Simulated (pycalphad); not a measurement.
Source of the numbers: pycalphad with the COST 507 light-alloy database (1999); pressure 1 atm. The data set is of 1999 and partly superseded. Diffusion is slow at the low end, where real alloys seldom reach equilibrium.

Molar enthalpy of Al-0.3931Si-1.194Mn (wt.%) in equilibrium (SER reference):

```
T (°C)  H (kJ/mol)                 phases
------  ----------  ---------------------
1577         57.69                 LIQUID
1497         55.14                 LIQUID
1417         52.60                 LIQUID
1337         50.05                 LIQUID
1257         47.50                 LIQUID
1177         44.96                 LIQUID
1097         42.41                 LIQUID
1017         39.87                 LIQUID
937          37.33                 LIQUID
857          34.78                 LIQUID
777          32.24                 LIQUID
697          29.70                 LIQUID
657          28.43                 LIQUID
617          16.16  FCC_A1 + ALMNSI_ALPHA
577          14.77  FCC_A1 + ALMNSI_ALPHA
537          13.45  FCC_A1 + ALMNSI_ALPHA
457          10.96  FCC_A1 + ALMNSI_ALPHA
377           8.61  FCC_A1 + ALMNSI_ALPHA
297           6.34  FCC_A1 + ALMNSI_ALPHA
```

Cooling from 657 °C to 617 °C, across the freezing range, releases 12.3 kJ/mol, or 452 J/g. The slope is 32 J/(mol K) in the liquid and 35 J/(mol K) just below the solidus, where it includes any heat of precipitation. Liquidus 657 °C, solidus 645 °C. Changes were sought between steps of 40 K, so a narrower field can be missed.

Database names, with the compositions (at.%) that they take in these runs: ALMNSI_ALPHA: Al 72 Mn 17 Si 10. FCC_A1 is fcc.
